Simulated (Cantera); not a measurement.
Charge: 1 mol SiC, 0.067 mol Si, 0.21 mol N2, held at 10.0 mbar.

Method: chemical equilibrium by Gibbs-energy minimisation in Cantera with the NASA 1993 tables (ideal gas, pure condensed phases). Candidate condensed phases: C, Si, SiC, Si3N4; 20 gas species. Mutual solubility and eutectic melting of coexisting phases are not modelled. The tables' values for SiN are old estimates; treat these amounts as uncertain. Equilibrium is a limit: real reactors are often held back by kinetics, nucleation or transport.

x: gas mole fraction; n: condensed amount in mol.

```json
[
 {"T (°C)": "1375", "x N2": "1.000", "x Si": "4.24e-6", "x Si2C": "1.85e-8", "x Si2": "2.32e-9", "x Si2N": "8.88e-8", "n SiC(s)": "1.00", "n Si3N4(s)": "0.0223", "n Si(l)": "0"},
 {"T (°C)": "1425", "x N2": "1.000", "x Si": "1.86e-5", "x Si2C": "1.11e-7", "x Si2": "2.29e-8", "x Si2N": "5.79e-7", "n SiC(s)": "1.00", "n Si3N4(s)": "0.0223", "n Si(l)": "0"},
 {"T (°C)": "1475", "x N2": "1.000", "x Si": "(withheld)", "x Si2C": "(withheld)", "x Si2": "(withheld)", "x Si2N": "(withheld)", "n SiC(s)": "1.00", "n Si3N4(s)": "0.0223", "n Si(l)": "0"},
 {"T (°C)": "1525", "x N2": "1.000", "x Si": "0.000277", "x Si2C": "2.91e-6", "x Si2": "1.50e-6", "x Si2N": "1.79e-5", "n SiC(s)": "1.00", "n Si3N4(s)": "0.0223", "n Si(l)": "0"},
 {"T (°C)": "1575", "x N2": "0.999", "x Si": "0.000627", "x Si2C": "8.54e-6", "x Si2": "4.36e-6", "x Si2N": "3.69e-5", "n SiC(s)": "1.000", "n Si3N4(s)": "0", "n Si(l)": "0.0668"},
 {"T (°C)": "1625", "x N2": "0.999", "x Si": "0.00123", "x Si2C": "2.13e-5", "x Si2": "9.82e-6", "x Si2N": "5.99e-5", "n SiC(s)": "1.000", "n Si3N4(s)": "0", "n Si(l)": "0.0667"},
 {"T (°C)": "1675", "x N2": "0.997", "x Si": "0.00232", "x Si2C": "5.08e-5", "x Si2": "2.12e-5", "x Si2N": "9.47e-5", "n SiC(s)": "1.000", "n Si3N4(s)": "0", "n Si(l)": "0.0664"},
 {"T (°C)": "1725", "x N2": "0.995", "x Si": "(withheld)", "x Si2C": "(withheld)", "x Si2": "(withheld)", "x Si2N": "(withheld)", "n SiC(s)": "1.000", "n Si3N4(s)": "0", "n Si(l)": "0.0660"},
 {"T (°C)": "1775", "x N2": "0.992", "x Si": "0.00756", "x Si2C": "0.000252", "x Si2": "8.77e-5", "x Si2N": "0.000220", "n SiC(s)": "1.000", "n Si3N4(s)": "0", "n Si(l)": "0.0652"},
 {"T (°C)": "1825", "x N2": "0.986", "x Si": "0.0131", "x Si2C": "0.000530", "x Si2": "0.000169", "x Si2N": "0.000325", "n SiC(s)": "1.000", "n Si3N4(s)": "0", "n Si(l)": "0.0638"},
 {"T (°C)": "1875", "x N2": "0.976", "x Si": "0.0220", "x Si2C": "0.00107", "x Si2": "0.000317", "x Si2N": "0.000469", "n SiC(s)": "1.000", "n Si3N4(s)": "0", "n Si(l)": "0.0616"},
 {"T (°C)": "1925", "x N2": "0.960", "x Si": "0.0362", "x Si2C": "0.00211", "x Si2": "0.000577", "x Si2N": "0.000664", "n SiC(s)": "1.000", "n Si3N4(s)": "0", "n Si(l)": "0.0579"},
 {"T (°C)": "1975", "x N2": "0.935", "x Si": "0.0581", "x Si2C": "0.00400", "x Si2": "0.00102", "x Si2N": "0.000920", "n SiC(s)": "0.999", "n Si3N4(s)": "0", "n Si(l)": "0.0519"}
]
```

What belongs in the gaps?


- 1475, x Si: 7.46e-5
- 1475, x Si2C: 5.96e-7
- 1475, x Si2: 1.97e-7
- 1475, x Si2N: 3.39e-6
- 1725, x Si: 0.00425
- 1725, x Si2C: 0.000116
- 1725, x Si2: 4.39e-5
- 1725, x Si2N: 0.000146
